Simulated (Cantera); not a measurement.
A closed system holds: 1 mol Cu₂O, 2.6 mol C, 0.21 mol N₂, held at 1225 °C and 0.173 Torr.

These are equilibrium values from Cantera (NASA tables, ideal gas, pure condensed phases), not measurements of a reactor. Candidate condensed phases: C, Cu, CuO, Cu₂O; 27 gas species. The numbers say what is thermodynamically allowed, not how fast it happens.

Problem. What is the equilibrium state?

Solution. 
```
Quantity            Value
--------------  ---------
x(CO)               0.798
x(N₂)               0.168
x(Cu)              0.0347
x(Cu₂)            1.34e-5
n(C(graphite))   1.60 mol
n(Cu(l))         1.96 mol
gas amount      1.253 mol
```
